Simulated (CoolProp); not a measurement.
n-perfluorohexane along the isotherm 176.85 °C: Z from the reference equation and from simpler models built on Tc = 174.9 °C, pc = 17.42 bar, ω = 0.497; each cubic takes its own stable root.

Values from CoolProp's reference Helmholtz-energy equation of state, Gao 2022.

```json
[
 {"p (bar)": "15.8", "phase": "gas", "reference": "0.5340", "Redlich-Kwong": "[?]", "Soave-Redlich-Kwong": "0.5686"},
 {"p (bar)": "31.7", "phase": "supercritical", "reference": "0.2651", "Redlich-Kwong": "0.3292", "Soave-Redlich-Kwong": "0.3309"},
 {"p (bar)": "47.5", "phase": "supercritical", "reference": "0.3690", "Redlich-Kwong": "0.4404", "Soave-Redlich-Kwong": "0.4417"},
 {"p (bar)": "63.3", "phase": "supercritical", "reference": "0.4715", "Redlich-Kwong": "0.5492", "Soave-Redlich-Kwong": "0.5504"},
 {"p (bar)": "79.2", "phase": "supercritical", "reference": "[?]", "Redlich-Kwong": "0.6554", "Soave-Redlich-Kwong": "0.6566"},
 {"p (bar)": "95", "phase": "supercritical", "reference": "0.6712", "Redlich-Kwong": "0.7583", "Soave-Redlich-Kwong": "0.7595"},
 {"p (bar)": "111", "phase": "supercritical", "reference": "0.7695", "Redlich-Kwong": "0.8601", "Soave-Redlich-Kwong": "[?]"},
 {"p (bar)": "127", "phase": "supercritical", "reference": "[?]", "Redlich-Kwong": "0.9600", "Soave-Redlich-Kwong": "[?]"},
 {"p (bar)": "142", "phase": "supercritical", "reference": "0.9558", "Redlich-Kwong": "1.052", "Soave-Redlich-Kwong": "1.053"},
 {"p (bar)": "158", "phase": "supercritical", "reference": "[?]", "Redlich-Kwong": "[?]", "Soave-Redlich-Kwong": "1.150"},
 {"p (bar)": "174", "phase": "supercritical", "reference": "1.144", "Redlich-Kwong": "1.245", "Soave-Redlich-Kwong": "1.246"}
]
```

Task: Complete the blanks.

Result: 
- 15.8, Redlich-Kwong: 0.5639
- 79.2, reference: 0.5726
- 111, Soave-Redlich-Kwong: 0.8613
- 127, reference: 0.8662
- 127, Soave-Redlich-Kwong: 0.9612
- 158, reference: 1.050
- 158, Redlich-Kwong: 1.149
